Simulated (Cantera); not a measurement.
An isothermal, constant-pressure homogeneous reactor starts with 1.01 % CO, 5.99 % O2, 0.793 % H2O, 92.2 % N2, equivalence ratio 0.085, at 1375 K and 2.20 bar.

Cantera simulation using GRI-Mech 3.0 (53 species, 325 reactions); the numbers are that mechanism's predictions, not measurements.

**Question.** Predict: x(CO) at 200 s; x(O2) at 200 s; x(H2O) at 200 s; x(CO2) at 200 s; x(N2O) at 200 s; x(NO) at 200 s.

**Answer.** 
```json
{
  "x(CO) at 200 s": "1.86e-8 (gas-phase equilibrium 1.87e-8)",
  "x(O2) at 200 s": "0.0551 (gas-phase equilibrium 0.0550)",
  "x(H2O) at 200 s": "0.00797 (gas-phase equilibrium 0.00797)",
  "x(CO2) at 200 s": "0.0102 (gas-phase equilibrium 0.0102)",
  "x(N2O) at 200 s": "3.61e-8 (gas-phase equilibrium 3.61e-8)",
  "x(NO) at 200 s": "6.63e-7 (gas-phase equilibrium 0.000350)"
}
```
